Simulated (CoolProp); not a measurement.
Properties of nitrous oxide at several states (Tc = 309.5 K, pc = 7245 kPa, ω = 0.161).

Computed with CoolProp (reference Helmholtz-energy equation of state, Lemmon 2006). It is a short technical equation, of lower accuracy than the large ones.

| T (K) | p (kPa) | phase | density (kg/m³) | cv (kJ/(kg K)) | speed of sound (m/s) | Joule-Thomson coefficient (K/MPa) |
|---|---|---|---|---|---|---|
| 311.2 | 7590 | supercritical | 532.5 | 1.082 | 204.1 | 4.776 |
| 254.3 | 2110 | liquid | 994.5 | 0.9098 | 690.7 | 0.06174 |
| 438.3 | 2420 | gas | 30.29 | 0.8208 | 314.1 | 4.489 |
| 246.5 | 29.8 | gas | 0.6418 | 0.6320 | 245.6 | 17.10 |
| 407.6 | 68 | gas | 0.8843 | 0.7866 | 308.8 | 5.387 |
